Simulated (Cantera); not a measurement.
Ignition delay

Mixture: 17.1 % CH4, 18.0 % O2, 64.9 % N2, equivalence ratio 1.9, at 10.0 bar, adiabatic and at constant volume. Ignition delay is the time to a rise of 400 K.

Model: GRI-Mech 3.0 (53 species, 325 reactions), integrated in Cantera.

```
T0 (K)  delay (ms)
------  ----------
1275          2.45
1325          1.39
1375         0.801
1425         0.472
1475         0.284
1525         0.174
1575         0.108
1625        0.0684
1675        0.0442
1725        0.0291
```

```json
{
 "apparent activation energy between 1625 and 1725 K": "200 kJ/mol"
}
```
